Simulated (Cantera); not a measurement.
Cantera run:

```python
import numpy as np
import cantera as ct

gas_names = """
    CL CL2 H HCL H2 N NH NH2 NH3 N2 N2H2 N2H4 Si SiCL SiCL2 SiCL3 SiCL4 SiH SiHCL3 SiH2 SiH2CL2 SiH3
    SiH3CL SiH4 SiN Si2 Si2N Si3
""".split()
cond_names = """
    NH4CL(a) NH4CL(b) Si(cr) Si(L) Si3N4(a)
""".split()


# ... load() reads the species with a 1 bar reference pressure and builds the phases ...
atoms = {
    'SiH4': {'Si': 1, 'H': 4},
    'Cl2': {'CL': 2},
    'N2': {'N': 2},
}
top_T = {'Si3N4(a)': 2400}  # K; cautious upper limits of use, not melting points


# ... equilibrate(T, P, feed) seeds the gas with the atoms and calls Mixture.equilibrate('TP', solver="vcs", rtol=1e-11, max_steps=5000) ...
results = []
feed = {'SiH4': 1, 'Cl2': 0.72, 'N2': 120}  # mol
T = 1700  # K
P = 133.322  # Pa
mix = equilibrate(T, P, feed)
results.append((T, P, feed, dict(zip(mix.species_names, mix.species_moles))))
print(gas.report(threshold=0.001))
for i in range(1, mix.n_phases):
    print(f"{mix.phase(i).name:16s} {mix.phase_moles(i):12.5e} mol")
```

Result:

```
       temperature   1700 K
          pressure   133.32 Pa
           density   0.00026358 kg/m^3
  mean mol. weight   27.944 kg/kmol
   phase of matter   gas

                          1 kg             1 kmol
                     ---------------   ---------------
          enthalpy        1.6045e+06        4.4836e+07  J
   internal energy        1.0987e+06        3.0701e+07  J
           entropy             10805        3.0194e+05  J/K
    Gibbs function       -1.6765e+07       -4.6847e+08  J
 heat capacity c_p            1266.3             35385  J/K
 heat capacity c_v            968.76             27071  J/K

                      mass frac. Y      mole frac. X     chem. pot. / RT
                     ---------------   ---------------   ---------------
               HCL         0.0050581         0.0038768           -44.491
                H2         0.0010175          0.014103           -29.856
                N2           0.97942           0.97697           -33.049
             SiCL2          0.013523         0.0038176            -64.05
     [  +24 minor]        0.00097729         0.0012303

Si(L)             4.48549e-01 mol
Si3N4(a)          0.00000e+00 mol
```

These are equilibrium values from Cantera (NASA tables, ideal gas, pure condensed phases), not measurements of a reactor. The tables' values for SiCl, SiN are old estimates; treat these amounts as uncertain.
